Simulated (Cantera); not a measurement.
A closed system holds: 1 mol Al, 2.8 mol Br2, 6.7 mol N2, equilibrated at 0.120 Torr.

Equilibrium computed with Cantera from the NASA thermochemical tables; the gas is ideal and each condensed phase is pure. Candidate condensed phases: Al, AlBr3, AlN, Br2; 10 gas species. Equilibrium is a limit: real reactors are often held back by kinetics, nucleation or transport. All values below are at 625 K.

Base state: N2 0.745, Br2 0.144, AlBr3 0.111, Al2Br6 0.000192, Br 0.000151 (mole fractions); condensed: gas only.

**Question.** What changes in the equilibrium state with this change: 0.39 mol O2 added?

**Answer.** 
| species | before | after |
|---|---|---|
| N2 | 0.745 | 0.724 |
| Br2 | 0.144 | 0.225 |
| AlBr3 | 0.111 | 0.0517 |
| Al2Br6 | 0.000192 | 4.19e-5 |
| Br | 0.000151 | 0.000189 |
| Al2O3(s), mol | 0 | 0.260 |
Further candidate phases: Al2O3.
